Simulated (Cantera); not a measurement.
**Equilibrium for iron carbonyl, mercury and lead vapours: PbO + O2 + N2**

Feed: 1 mol PbO, a varied amount of O2, 0.16 mol N2, equilibrated at 450 °C and 110000 Pa.

Cantera equilibrium calculation (NASA polynomials, part measured and part estimated; ideal gas, pure solids and liquids). Candidate condensed phases: Pb, PbO, PbO2, Pb3O4; 12 gas species. Kinetics and transport are ignored.

```csv
n(O2) (mol),log p O2,log p N2,log p NO2,log p NO,n PbO(red)
0.02,-0.91,-0.01,-6.63,-6.40,1.00
0.037,-0.68,-0.05,-6.42,-6.31,1.00
0.071,-0.47,-0.12,-6.24,-6.24,1.00
0.13,-0.31,-0.22,-6.12,-6.20,1.00
0.25,-0.17,-0.37,-6.07,-6.21,1.00
0.48,-0.08,-0.56,-6.07,-6.27,1.00
0.9,-0.03,-0.78,-6.13,-6.35,1.00
1.7,0.00,-1.02,-6.22,-6.45,1.00
```
log p: log10 of the partial pressure in bar; n: condensed amount in mol.

From 0.02 mol O2 to 1.7 mol O2 the condensed part is PbO(red).
